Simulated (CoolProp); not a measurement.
Computed with CoolProp (reference Helmholtz-energy equation of state, Lemmon 2006). It is a short technical equation, of lower accuracy than the large ones.

**Question.** Give the vapour pressure (MPa), liquid density (kg/m³), liquid cp (kJ/(kg K)), vapour Z of saturated R142b at 30.75 °C.

**Answer.** 
```
T (°C)  p (MPa)  liquid density (kg/m³)  liquid cp (kJ/(kg K))  vapour Z
------  -------  ----------------------  ---------------------  --------
30.75     0.402                    1100                   1.33     0.895
```
